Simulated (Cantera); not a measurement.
Feed: 1 mol Si, 0.013 mol CO2, 48 mol N2, at 0.170 Pa.

Cantera equilibrium calculation (NASA polynomials, part measured and part estimated; ideal gas, pure solids and liquids). Candidate condensed phases: C, Si, SiC, SiO2, Si2N2O, Si3N4; 34 gas species. N2 is the only nitrogen source here; it is nearly inert below about 1500 K, so the nitride shown seldom forms there in practice. Mutual solubility and eutectic melting of coexisting phases are not modelled. The tables' values for SiN are old estimates; treat these amounts as uncertain. The numbers say what is thermodynamically allowed, not how fast it happens.

log p: log10 of the partial pressure in bar; n: condensed amount in mol.

```csv
T (°C),log p N2,log p Si,log p SiO,log p CO,log p Si2C,n SiC(s),n Si3N4(s),n Si(s)
1075,-5.77,-9.73,-9.04,-10.86,(withheld),0.0126,0.319,0
1125,-5.77,-9.11,-9.04,-10.78,(withheld),0.0125,0,0.940
1175,-5.77,-8.53,-9.05,-10.70,(withheld),0.0124,0,0.878
1225,-5.77,-8.00,-9.05,-10.62,(withheld),0.0119,0,0.674
1275,-5.78,-7.50,-9.06,-10.55,(withheld),0.0102,0,0.0364
1325,-5.78,-7.47,-9.16,-9.69,(withheld),0.00405,0,0
1375,-5.78,-7.47,-9.30,-9.39,(withheld),0,0,0
1425,-5.78,-7.47,-9.34,-9.36,(withheld),0,0,0
1475,-5.78,-7.47,-9.34,-9.35,(withheld),0,0,0
1525,-5.78,-7.47,-9.35,-9.35,(withheld),0,0,0
1575,-5.78,-7.47,-9.35,-9.35,(withheld),0,0,0
1625,-5.78,-7.47,-9.35,-9.35,(withheld),0,0,0
1675,-5.78,-7.47,-9.35,-9.35,(withheld),0,0,0
1725,-5.78,-7.47,-9.35,-9.35,(withheld),0,0,0
```

Q: Complete the blanks.

A: 
- 1075, log p Si2C: -13.13
- 1125, log p Si2C: -12.30
- 1175, log p Si2C: -11.54
- 1225, log p Si2C: -10.82
- 1275, log p Si2C: -10.16
- 1325, log p Si2C: -9.98
- 1375, log p Si2C: -10.32
- 1425, log p Si2C: -11.00
- 1475, log p Si2C: -11.70
- 1525, log p Si2C: -12.37
- 1575, log p Si2C: -13.00
- 1625, log p Si2C: -13.61
- 1675, log p Si2C: -14.18
- 1725, log p Si2C: -14.72
